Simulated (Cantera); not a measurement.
## B2H6 + O2 + N2 (boron, boron nitride and boron oxide)

A closed system holds: 1 mol B2H6, 0.28 mol O2, 1.4 mol N2, held at 977 °C.

Method: chemical equilibrium by Gibbs-energy minimisation in Cantera with the NASA 1993 tables (ideal gas, pure condensed phases). Candidate condensed phases: B, BN, B2O3, B3O3H3, H2O; 39 gas species. The feed counts by its element totals alone. N2 is the only nitrogen source here; it is nearly inert below about 1500 K, so the nitride shown seldom forms there in practice. Mutual solubility and eutectic melting of coexisting phases are not modelled. Gases not in the tables: H3BO3. Kinetics and transport are ignored.

```csv
P (Pa),log p H2,log p N2,log p H2O,log p HBO2,log p HBO,log p B2O3,log p NH3,n BN(s),n B2O3(l)
10,-4.08,-4.79,-7.73,-6.65,-7.07,-7.36,-12.33,1.63,0.178
32,-3.57,-4.28,-7.06,-6.31,-6.90,-7.36,-11.32,1.63,0.182
100,-3.08,-3.79,-6.40,-5.98,-6.74,-7.36,-10.33,1.63,0.183
320,-2.57,-3.28,-5.73,-5.65,-6.57,-7.36,-9.32,1.63,0.184
1000,-2.08,-2.79,-5.07,-5.32,-6.40,-7.36,-8.33,1.63,0.184
3200,-1.57,-2.28,-4.39,-4.98,-6.23,-7.36,-7.32,1.63,0.184
10000,-1.08,-1.79,-3.73,-4.65,-6.07,-7.36,-6.33,1.63,0.184
32000,-0.57,-1.28,-3.06,-4.31,-5.90,-7.36,-5.32,1.63,0.183
100000,-0.08,-0.79,-2.40,-3.98,-5.74,-7.36,-4.33,1.64,0.182
```
log p: log10 of the partial pressure in bar; n: condensed amount in mol.

From 10.0 Pa to 100000 Pa the condensed part is BN(s) + B2O3(l).
